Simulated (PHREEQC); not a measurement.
KOH is added in steps, without added water, to 1 kg of water holding 0.019 mol KH2PO4, 0.00032 mol HNO3 and 6.6e-05 mol NiSO4, at 25 °C. Oxygen alone is held at its pressure in air (log pO2 = -0.68). No CO2 enters from the air. Solids allowed: Ni(OH)2, Ni3(PO4)2, Ni4(OH)6SO4, Morenosite. Others were left out.

Base run: PHREEQC, ion-association model, wateq4f.dat. Each further column changes one thing. The table gives Ni in solution (mol/kgw).

```
KOH added (mol)     base  all activity coefficients set to 1  metal-ligand complexes left out  Davies equation for every ion  Debye-Hückel limiting law
---------------  -------  ----------------------------------  -------------------------------  -----------------------------  -------------------------
0                6.60e-5                             6.60e-5                          6.60e-5                        6.60e-5                    6.60e-5
0.003875         4.43e-5                             1.24e-5                          4.29e-5                        4.50e-5                    6.09e-5
0.009687         1.08e-5                             2.49e-6                          1.05e-5                        1.11e-5                    1.70e-5
0.01356          5.41e-6                             1.12e-6                          5.24e-6                        5.52e-6                    9.19e-6
0.01744          2.03e-6                             3.92e-7                          1.97e-6                        2.07e-6                    3.73e-6
0.02131          1.07e-8                             1.31e-8                          1.06e-8                        1.07e-8                    1.01e-8
0.02712          2.54e-8                             3.54e-8                          2.50e-8                        2.53e-8                    2.16e-8
0.031            3.70e-8                             5.17e-8                          3.64e-8                        3.71e-8                    3.10e-8
```

H3PO4, which wateq4f.dat lacks, is added to it with the constant of phreeqc.dat. The database has no phosphate complexes of Ni. The database's Ni(OH)2 is the aged solid; a fresh precipitate is more soluble.
